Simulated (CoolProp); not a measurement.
The fluoroketone C6F12O (FK-5-1-12) at several states: fugacity coefficient from the reference equation and from simpler models built on Tc = 441.8 K, pc = 1869 kPa, ω = 0.471; each cubic takes its own stable root.

Computed with CoolProp (reference Helmholtz-energy equation of state, McLinden 2015).

```
T (K)  p (kPa)   phase  reference  van der Waals  Redlich-Kwong  Soave-Redlich-Kwong  Peng-Robinson
-----  -------  ------  ---------  -------------  -------------  -------------------  -------------
235.8     1040  liquid   0.001228        0.08429        0.01058             0.001292       0.001400
217.7     3910  liquid   9.346e-5        0.02170       0.001348            0.0001058      0.0001155
175.4     3900  liquid   5.523e-7       0.004883       3.828e-5             8.102e-7       1.029e-6
```
